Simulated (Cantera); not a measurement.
A closed system holds: 1 mol SiCl4, 3.1 mol HCl, 14 mol H2, equilibrated at 852 °C and 10000 Pa.

These are equilibrium values from Cantera (NASA tables, ideal gas, pure condensed phases), not measurements of a reactor. The tables' values for SiCl3 are old estimates; treat these amounts as uncertain. Kinetics and transport are ignored.

```tsv
species	before	after
H2	0.768	0.802
HCl	0.176	0.140
SiCl4	0.0501	0.0509
SiHCl3	0.00379	0.00506
SiH2Cl2	3.52e-5	6.18e-5
SiCl2	0.000241	0.000405
SiCl3	0.000990	0.00129
```
Gas species are given as mole fractions.

What was changed between the two runs?
A) temperature from 852 °C to 1152 °C
B) H2 from 14 to 0.41 mol
C) temperature from 852 °C to 1177 °C
D) HCl from 3.1 to 2.3 mol

D, HCl from 3.1 to 2.3 mol
